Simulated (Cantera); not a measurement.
A closed system holds: 1 mol Si₂Cl₆, 380 mol H₂, 0.58 mol HCl, equilibrated at 101000 Pa.

Cantera equilibrium calculation (NASA polynomials, part measured and part estimated; ideal gas, pure solids and liquids). Candidate condensed phases: Si; 19 gas species. The feed counts by its element totals alone. Equilibrium is a limit: real reactors are often held back by kinetics, nucleation or transport.

Q: What share of the Si ends up in condensed phases as a function of T (K), at 1025, 1075, 1125, 1175, 1225, 1275, 1325, 1375, 1425, 1475?

A: 
| T (K) | Si condensed (%) | as |
|---|---|---|
| 1025 | 26.2 | Si(s) |
| 1075 | 36.7 | Si(s) |
| 1125 | 48.3 | Si(s) |
| 1175 | 59.6 | Si(s) |
| 1225 | 69.1 | Si(s) |
| 1275 | 75.8 | Si(s) |
| 1325 | 79.9 | Si(s) |
| 1375 | 82.0 | Si(s) |
| 1425 | 83.0 | Si(s) |
| 1475 | 83.3 | Si(s) |
